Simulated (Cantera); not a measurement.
Feed: 1 mol B2O3, 1.8 mol NH3, held at 1025 K and 0.0133 bar.

Method: chemical equilibrium by Gibbs-energy minimisation in Cantera with the NASA 1993 tables (ideal gas, pure condensed phases). Candidate condensed phases: B, BN, B2O3, B3O3H3, H2O; 39 gas species. Mutual solubility and eutectic melting of coexisting phases are not modelled. The numbers say what is thermodynamically allowed, not how fast it happens.

Q: What is the equilibrium state?

A: 
- x(H2): 0.749
- x(N2): 0.250
- x(H2O): 0.00107
- x(HBO2): 1.24e-5
- x(NH3): 2.14e-6
- n(BN(s)): 0.00259 mol
- n(B2O3(l)): 0.999 mol
- gas amount: 3.599 mol
- log10 activity of B(s) (absent): -6.94
- log10 activity of B3O3H3(s) (absent): -15.86
